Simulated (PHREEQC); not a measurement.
**Acid mine or pickling water**

Synthetic water in mg/L, 20 °C, pH 3.81, pe 10.5:

```tsv
constituent	mg/L
Na	1170
K	24.9
Ca	606
Mg	110
Cl	558
S(6) as SO4	3500
Zn	55.2
Si as SiO2	5.08
Fe(3)	5.53
Pb	2.49
Br	1.97
Cd	1.37
```

Valence states are taken as typed.

Model: ion-association model, phreeqc.dat, run in PHREEQC.

The ionic strength is 0.111 mol/kgw and the specific conductance comes out as 6250 µS/cm. The density is 1.004 g/cm³, the total alkalinity is -0.486 meq/kg and the charge-balance error is 3.1 %.

```
species  molality  activity   log γ
-------  --------  --------  ------
Na+        0.0490    0.0382  -0.108
SO4-2      0.0260   0.00942  -0.441
Cl-        0.0158    0.0120  -0.119
Ca+2      0.00950   0.00363  -0.418
CaSO4     0.00570   0.00585   0.011
Mg+2      0.00260   0.00103  -0.399
NaSO4-    0.00223   0.00175  -0.106
MgSO4     0.00196   0.00201   0.011
K+       0.000605  0.000459  -0.120
Zn+2     0.000438  0.000160  -0.436
ZnSO4    0.000332  0.000340   0.011
H+       0.000188  0.000155  -0.085
```

This is a speciation only: nothing precipitates in the calculation. Examples of supersaturated solids here: Jarosite-K, Gypsum. Others may be too.
